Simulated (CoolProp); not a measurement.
Saturation properties of cyclopentane (Tc = 238.6 °C, pc = 4583 kPa, ω = 0.202).

Model: reference Helmholtz-energy equation of state, Gedanitz 2015, in CoolProp.

```tsv
T (°C)	p (kPa)	enthalpy of vaporisation (kJ/kg)	vapour Z	surface tension (mN/m)	vapour viscosity (µPa s)
38.95	71.30	396.8	0.9728	19.9	7.73
46.05	91.10	391.7	0.9675	18.9	7.91
53.15	115.0	386.4	0.9615	18.0	8.10
60.25	143.5	381.0	?	17.0	8.28
67.35	177.2	375.4	0.9475	16.1	8.47
74.55	217.3	369.6	?	?	8.66
81.65	263.3	363.6	0.9305	14.2	8.85
88.75	316.4	357.5	0.9209	13.4	9.04
95.85	377.3	351.2	0.9104	12.5	9.24
103.05	447.6	344.5	?	11.6	9.44
110.15	?	337.7	0.8869	10.8	9.65
117.25	614.5	?	0.8738	9.97	9.86
124.35	713.5	?	0.8599	9.17	10.1
131.55	825.5	315.3	0.8448	8.37	10.3
```

Q: Fill in the missing entries.

A: 
- 60.25, vapour Z: 0.9549
- 74.55, vapour Z: 0.9393
- 74.55, surface tension (mN/m): 15.1
- 103.05, vapour Z: 0.8990
- 110.15, p (kPa): 526.1
- 117.25, enthalpy of vaporisation (kJ/kg): 330.6
- 124.35, enthalpy of vaporisation (kJ/kg): 323.2

It boils at 49.2 °C under 1 atm.

Viscosity comes from a separate model (Chung 1988), a generic estimate that can be far off for the liquid and wasn't checked against measurements. Surface tension comes from a separate correlation (Mulero 2014).
